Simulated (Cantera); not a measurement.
Cantera run, input and output.

```python
import numpy as np
import cantera as ct

gas = ct.Solution("gri30.yaml")
gas.TPX = 975, 660000, {'CH2O': 0.0074, 'O2': 0.045, 'N2': 1}
inlet = ct.Reservoir(gas, clone=True)

reactor = ct.IdealGasConstPressureReactor(gas, energy="off", clone=False)
exhaust = ct.Reservoir(gas, clone=True)
tau = [1.4, 0.71, 0.37, 0.19, 0.1, 0.052, 0.027, 0.014, 0.0072, 0.0038][0]
for a, b in ((inlet, reactor), (reactor, exhaust)):
    ct.MassFlowController(a, b, mdot=lambda t: reactor.mass / tau)
net = ct.ReactorNet([reactor])
show = ['CH2O', 'O2', 'C2H2', 'NO', 'HCN', 'HCO']

rows = []
print(f"{'tau/s':>10s}{'T/K':>9s}" + "".join(f"{s:>11s}" for s in show))
for tau in [1.4, 0.71, 0.37, 0.19, 0.1, 0.052, 0.027, 0.014, 0.0072, 0.0038]:
    net.initial_time = 0.0
    net.advance(30 * tau)
    before = gas.X
    net.advance(40 * tau)
    drift = np.max(np.abs(gas.X - before) / (gas.X + 1e-9))
    rows.append([gas.T, *gas[show].X, drift])
    print(f"{tau:10.3e}{gas.T:9.1f}" + "".join(f"{x:11.3e}" for x in gas[show].X))
```

Output:

```
     tau/s      T/K       CH2O         O2       C2H2         NO        HCN        HCO
 1.400e+00    975.0  7.328e-05  3.704e-02  8.198e-23  1.116e-13  8.020e-20  1.398e-10
 7.100e-01    975.0  1.110e-04  3.740e-02  2.748e-22  5.192e-14  5.086e-20  2.716e-10
 3.700e-01    975.0  1.672e-04  3.777e-02  7.993e-22  2.462e-14  3.680e-20  5.120e-10
 1.900e-01    975.0  2.577e-04  3.816e-02  2.015e-21  1.167e-14  3.043e-20  9.742e-10
 1.000e-01    975.0  3.972e-04  3.852e-02  3.959e-21  5.728e-15  2.842e-20  1.797e-09
 5.200e-02    975.0  6.308e-04  3.887e-02  6.109e-21  2.636e-15  2.828e-20  3.305e-09
 2.700e-02    975.0  1.033e-03  3.922e-02  7.029e-21  1.065e-15  2.808e-20  5.915e-09
 1.400e-02    975.0  1.753e-03  3.965e-02  5.579e-21  3.541e-16  2.556e-20  9.940e-09
 7.200e-03    975.0  3.039e-03  4.032e-02  2.496e-21  9.417e-17  1.865e-20  1.440e-08
 3.800e-03    975.0  4.804e-03  4.129e-02  4.751e-22  2.291e-17  9.297e-21  1.491e-08
```

Cantera simulation using GRI-Mech 3.0 (53 species, 325 reactions); the numbers are that mechanism's predictions, not measurements.
